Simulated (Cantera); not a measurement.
# Thermodynamics of aluminium nitride and oxide growth, feed Al(CH₃)₃ + N₂O + N₂

Input: 1 mol Al(CH₃)₃, 41 mol N₂O, 570 mol N₂, held at 1550 °C.

These are equilibrium values from Cantera (NASA tables, ideal gas, pure condensed phases), not measurements of a reactor. Candidate condensed phases: Al, AlN, Al₂O₃, C, C₆H₆, C₇H₈, C₈H₁₈, H₂O; 148 gas species. The feed counts by its element totals alone. The numbers say what is thermodynamically allowed, not how fast it happens.

```
P (Pa)  log p N₂  log p O₂  log p H₂O  log p CO₂  log p O  log p NO  log p OH  log p CO  n Al₂O₃(s)
------  --------  --------  ---------  ---------  -------  --------  --------  --------  ----------
10         -4.02     -5.67      -6.23      -6.40    -6.66     -6.80     -6.96     -7.15       0.500
37         -3.45     -5.10      -5.63      -5.79    -6.37     -6.23     -6.52     -6.83       0.500
140        -2.87     -4.52      -5.03      -5.20    -6.08     -5.65     -6.08     -6.53       0.500
520        -2.30     -3.94      -4.45      -4.62    -5.79     -5.08     -5.64     -6.23       0.500
1900       -1.74     -3.38      -3.88      -4.05    -5.51     -4.52     -5.22     -5.95       0.500
7200       -1.16     -2.80      -3.30      -3.47    -5.22     -3.94     -4.78     -5.65       0.500
27000      -0.58     -2.23      -2.72      -2.89    -4.93     -3.36     -4.35     -5.37       0.500
100000     -0.02     -1.66      -2.15      -2.33    -4.65     -2.79     -3.92     -5.08       0.500
```
log p: log10 of the partial pressure in bar; n: condensed amount in mol.

From 0.0750 Torr to 750 Torr the condensed part is Al₂O₃(s).
